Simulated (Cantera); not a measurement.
Input: 1 mol CaS, 0.63 mol SO2, 1.6 mol CO2, equilibrated at 1625 °C.

Equilibrium computed with Cantera from the NASA thermochemical tables; the gas is ideal and each condensed phase is pure. Candidate condensed phases: C, Ca, CaCO3, CaO, CaS, CaSO4, S; 26 gas species. Mutual solubility and eutectic melting of coexisting phases are not modelled. Kinetics and transport are ignored.

Q: Which condensed phases are stable at each of these points (P (Pa)): 1000, 3500, 13000, 45000, 160000, 560000, 2000000?

A: 
```tsv
P (Pa)	condensed phases	Ca condensed (%)
1000	CaO(s)	100.0
3500	CaO(s) + CaS(s)	100.0
13000	CaO(s) + CaS(s)	100.0
45000	CaO(s) + CaS(s)	100.0
160000	CaO(s) + CaS(s)	100.0
560000	CaO(s) + CaS(s)	100.0
2000000	CaO(s) + CaS(s)	100.0
```

At 7.50 Torr the condensed part is CaO(s). From 26.3 Torr to 15000 Torr the condensed part is CaO(s) + CaS(s).
